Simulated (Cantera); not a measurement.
Silicon epitaxy and polysilicon growth: SiH4 + HCl + H2

Charge: 1 mol SiH4, a varied amount of HCl, 4.4 mol H2, held at 600 °C and 950 Pa.

Cantera equilibrium calculation (NASA polynomials, part measured and part estimated; ideal gas, pure solids and liquids). Candidate condensed phases: Si; 19 gas species. The tables' values for SiCl3 are old estimates; treat these amounts as uncertain. Rates play no part.

From 0.027 mol HCl to 0.31 mol HCl the condensed part is Si(s). The main Si-bearing gas is SiCl4 throughout. The share of Si in condensed phases is highest at 0.027 mol HCl (99.7 %) and lowest at 0.31 mol HCl (92.7 %).

```csv
n(HCl) (mol),x H2,x SiCl4,x HCl,x SiHCl3,x SiH2Cl2,x SiCl3,x SiCl2,x SiH3Cl,n Si(s)
0.027,0.997,0.000249,0.00251,0.000212,1.65e-5,5.81e-6,7.98e-6,3.07e-7,0.997
0.038,0.996,0.000466,0.00293,0.000339,2.25e-5,9.31e-6,1.09e-5,3.59e-7,0.995
0.055,0.995,0.000850,0.00340,0.000532,3.04e-5,1.46e-5,1.48e-5,4.17e-7,0.991
0.077,0.994,0.00139,0.00385,0.000770,3.88e-5,2.12e-5,1.89e-5,4.71e-7,0.986
0.11,0.992,0.00226,0.00434,0.00111,4.94e-5,3.05e-5,2.41e-5,5.30e-7,0.977
0.16,0.990,0.00364,0.00489,0.00158,6.25e-5,4.35e-5,3.06e-5,5.95e-7,0.965
0.22,0.987,0.00535,0.00537,0.00211,7.55e-5,5.81e-5,3.70e-5,6.52e-7,0.950
0.31,0.983,0.00795,0.00592,0.00283,9.17e-5,7.81e-5,4.51e-5,7.16e-7,0.927
```
x: gas mole fraction; n: condensed amount in mol.
